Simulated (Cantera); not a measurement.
A Cantera script and what it prints.

```python
import numpy as np
import cantera as ct

gas_names = """
    H HNO HNO2 HNO3 HO2 H2 H2O H2O2 N NH NH2 NH3 NH2OH NO NO2 NO3 N2 N2H2 N2H4 N2O O OH O2 O3 Si SiH
    SiH2 SiH3 SiH4 SiN SiO SiO2 Si2 Si2N Si3
""".split()
cond_names = """
    H2O(s) H2O(L) Si(cr) Si(L) SiO2(Lqz) SiO2(hqz) SiO2(L) Si2N2O(s) Si3N4(a)
""".split()


# ... load() reads the species with a 1 bar reference pressure and builds the phases ...
atoms = {
    'Si3N4': {'Si': 3, 'N': 4},
    'O2': {'O': 2},
    'H2': {'H': 2},
    'H2O': {'H': 2, 'O': 1},
}
top_T = {'Si2N2O(s)': 2100, 'Si3N4(a)': 2400}  # K; cautious upper limits of use, not melting points


# ... equilibrate(T, P, feed) seeds the gas with the atoms and calls Mixture.equilibrate('TP', solver="vcs", rtol=1e-11, max_steps=5000) ...
results = []
feed = {'Si3N4': 1, 'O2': 0.14, 'H2': 12, 'H2O': 0.0032}  # mol
P = 350  # Pa
for T in [1075, 1225, 1375, 1525, 1675, 1825, 1975, 2125]:
    mix = equilibrate(T, P, feed)
    results.append((T, P, feed, dict(zip(mix.species_names, mix.species_moles))))
    x = sorted(zip(gas.X, gas.species_names), reverse=True)
    print(f"T = {T:g} K  P = {P:g} Pa  gas = {mix.phase_moles(0):.4g} mol")
    print("   x: " + "  ".join(f"{s} {v:.3e}" for v, s in x if v > 0.001))
    print("   condensed (mol): " + ("  ".join(f"{mix.phase(i).name} {mix.phase_moles(i):.4g}"
          for i in range(1, mix.n_phases) if mix.phase_moles(i) > 1e-12) or "none"))
```

Result:

```
T = 1075 K  P = 350 Pa  gas = 12.1 mol
   x: H2 9.922e-01  N2 7.803e-03
   condensed (mol): Si2N2O(s) 0.2832  Si3N4(a) 0.8112
T = 1225 K  P = 350 Pa  gas = 12.1 mol
   x: H2 9.922e-01  N2 7.803e-03
   condensed (mol): Si2N2O(s) 0.2832  Si3N4(a) 0.8112
T = 1375 K  P = 350 Pa  gas = 12.1 mol
   x: H2 9.921e-01  N2 7.804e-03
   condensed (mol): Si2N2O(s) 0.2831  Si3N4(a) 0.8112
T = 1525 K  P = 350 Pa  gas = 12.28 mol
   x: H2 9.772e-01  N2 2.197e-02
   condensed (mol): Si(cr) 0.2602  Si2N2O(s) 0.2777  Si3N4(a) 0.7263
T = 1675 K  P = 350 Pa  gas = 14.3 mol
   x: H2 8.384e-01  N2 1.398e-01  SiO 1.980e-02  H 1.797e-03
   condensed (mol): Si(cr) 2.715
T = 1825 K  P = 350 Pa  gas = 14.35 mol
   x: H2 8.327e-01  N2 1.393e-01  SiO 1.973e-02  H 6.793e-03  Si 1.299e-03
   condensed (mol): Si(L) 2.696
T = 1975 K  P = 350 Pa  gas = 14.58 mol
   x: H2 8.127e-01  N2 1.371e-01  H 2.085e-02  SiO 1.943e-02  Si 9.236e-03
   condensed (mol): Si(L) 2.569
T = 2125 K  P = 350 Pa  gas = 15.49 mol
   x: H2 7.475e-01  N2 1.289e-01  H 5.307e-02  Si 4.960e-02  SiO 1.828e-02  SiH 1.306e-03
   condensed (mol): Si(L) 1.888
```

Cantera equilibrium calculation (NASA polynomials, part measured and part estimated; ideal gas, pure solids and liquids). Mutual solubility and eutectic melting of coexisting phases are not modelled. The tables' values for SiN are old estimates; treat these amounts as uncertain. Gases not in the tables: Si2H6 and higher silanes.
